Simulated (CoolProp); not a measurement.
Sulfur hexafluoride at 293.15 K and 3.16 MPa flows at 0.22 m/s in a round tube of 12.7 mm bore and 1.5 µm roughness, fully developed (64/Re and Nu = 3.66 if laminar; Colebrook and Gnielinski if turbulent). Each further row changes one setting.

Values from CoolProp's reference Helmholtz-energy equation of state, Guder 2009.

```csv
case,Reynolds number,Darcy friction factor,pressure drop (Pa/m),heat-transfer coefficient (W/(m² K)),mass flow (kg/h)
as stated,28900,0.0240,65.2,620,143
velocity 0.44 m/s,57800,0.0207,225,1120,286
diameter 25.4 mm,57800,0.0205,27.8,556,572
```

Viscosity comes from a separate model (Quiñones-Cisneros 2012). Thermal conductivity comes from a separate model (Assael 2012).
